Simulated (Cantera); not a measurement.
A perfectly stirred reactor is fed with CH₃OH : O₂ : N₂ : H₂ = 0.016 : 0.022 : 1 : 0.015 (molar parts), equivalence ratio 1.4, at 100000 Pa; it is held at 1275 K, and followed from long to short residence time.

Cantera simulation using GRI-Mech 3.0 (53 species, 325 reactions); the numbers are that mechanism's predictions, not measurements. GRI-Mech 3.0 was tuned for natural gas; its chemistry of methanol as a main component is partial and can be far from experiment. The temperature is held fixed by assumption; the heat of reaction is taken as removed at once.

x: mole fraction; the columns are a selection and need not sum to one.

```csv
τ (s),x CH₃OH,x O₂,x HCO,x H,x C₂H,x C₂H₄
0.47,…,0.000121,1.78e-8,0.000127,2.57e-12,7.95e-8
0.27,…,0.000169,2.88e-8,0.000157,3.35e-12,1.01e-7
0.16,…,0.000231,4.57e-8,0.000192,4.25e-12,1.26e-7
0.092,…,0.000317,7.51e-8,0.000239,5.47e-12,1.57e-7
0.053,…,0.000435,1.23e-7,0.000298,7.11e-12,1.98e-7
0.031,…,0.000592,1.99e-7,0.000366,9.30e-12,2.51e-7
0.018,…,0.000815,3.24e-7,0.000445,1.22e-11,3.24e-7
0.010,…,0.00117,5.47e-7,0.000534,1.58e-11,4.28e-7
0.0061,…,0.00162,8.51e-7,0.000599,1.87e-11,5.38e-7
0.0035,…,0.00241,1.41e-6,0.000632,2.00e-11,6.86e-7
```

Q: Fill in the missing entries.

A: 
- 0.47, x CH₃OH: 2.56e-6
- 0.27, x CH₃OH: 3.62e-6
- 0.16, x CH₃OH: 4.96e-6
- 0.092, x CH₃OH: 6.89e-6
- 0.053, x CH₃OH: 9.55e-6
- 0.031, x CH₃OH: 1.32e-5
- 0.018, x CH₃OH: 1.85e-5
- 0.010, x CH₃OH: 2.74e-5
- 0.0061, x CH₃OH: 3.94e-5
- 0.0035, x CH₃OH: 6.37e-5
